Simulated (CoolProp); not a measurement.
Saturation properties of propylene glycol (Tc = 400.8 °C, pc = 7292 kPa, ω = 0.327).

Model: reference Helmholtz-energy equation of state, Eisenbach 2021, in CoolProp.

```csv
T (°C),p (kPa),liquid density (kg/m³),vapour density (kg/m³)
241.45,427.4,833.5,8.073
256.55,603.5,814.9,11.27
271.55,831.8,795.2,15.44
286.65,1127,774.0,20.89
301.65,1497,751.3,27.90
316.75,1962,726.4,37.05
331.75,2532,699.0,48.92
346.85,3236,667.6,64.81
```

It boils at 188.1 °C under 1 atm.
